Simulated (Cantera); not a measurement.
A jet of 1.98 % CH₄, 10.9 % O₂, 87.1 % N₂ at 300 K and 15.0 Torr hits a platinum plate 2.7 cm away at a mass flux of 0.032 kg/m²/s; the plate temperature is set and raised in steps from an oxygen-covered start.

Detailed kinetics in Cantera: Deutschmann's 1995 Pt surface mechanism with GRI-Mech 3.0 gas chemistry. Catalytic surfaces can have several steady states; this one follows from the mechanism file's or the stated starting coverage.

One state of this run: wall x CH₄ = 0.00831; wall x O₂ = 0.0847; wall x H₂O = 0.0213; wall x OH = 3.20e-6; wall x CO = 1.86e-5; wall x CO₂ = 0.0140; θ free Pt = 0.649; θ O* = 0.351. x: mole fraction at the wall; θ: surface coverage.

Question: Which value of plate T (K) does it belong to?
A. 1150
B. 1050
C. 950
D. 1000

Answer: A, 1150
